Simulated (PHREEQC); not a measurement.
A solution holds 49 mmol/kgw HNO3 and 5.2 mmol/kgw CuSO4, at 25 °C. Closed to the air; pH follows from the charge balance.

The numbers come from PHREEQC with the ion-association model, wateq4f.dat.

### Question
The ionic strength comes out as 0.0620 mol/kgw. What activity coefficients do H+, NO3-, SO4-2, HSO4-, Cu+2 get?

### Answer
H+ 0.85, NO3- 0.79, SO4-2 0.43, HSO4- 0.81, Cu+2 0.46.

Precipitation was switched off in this run. Species that the database lacks are ignored.
